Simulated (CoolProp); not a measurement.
A simple Rankine cycle with water: condensing at 329.15 K, boiler at 1.2 MPa, turbine inlet 463 K, turbine efficiency 0.7, pump efficiency 0.6, no recuperator. Each further row changes one setting.

Model: reference Helmholtz-energy equation of state, Wagner 2002, in CoolProp.

```tsv
case	thermal efficiency (%)	net work (kJ/kg)	heat in (kJ/kg)	turbine exit temperature (K)	volume ratio over the turbine
as stated	18.1	461	2550	329.1	___
turbine inlet 483 K	18.1	472	2600	329.1	47.3
condensing temperature 321.15 K	19.1	___	2590	321.1	___
boiler pressure 0.84 MPa	16.7	431	2580	329.1	___
turbine efficiency 0.6	15.5	___	2550	329.1	___
```

Fill in the missing entries.


- as stated, volume ratio over the turbine: 49.2
- condensing temperature 321.15 K, net work (kJ/kg): 493
- condensing temperature 321.15 K, volume ratio over the turbine: 70.5
- boiler pressure 0.84 MPa, volume ratio over the turbine: 34.4
- turbine efficiency 0.6, net work (kJ/kg): 395
- turbine efficiency 0.6, volume ratio over the turbine: 50.8

The expansion ends wet for: as stated; turbine inlet 483 K; condensing temperature 321.15 K; boiler pressure 0.84 MPa; turbine efficiency 0.6.
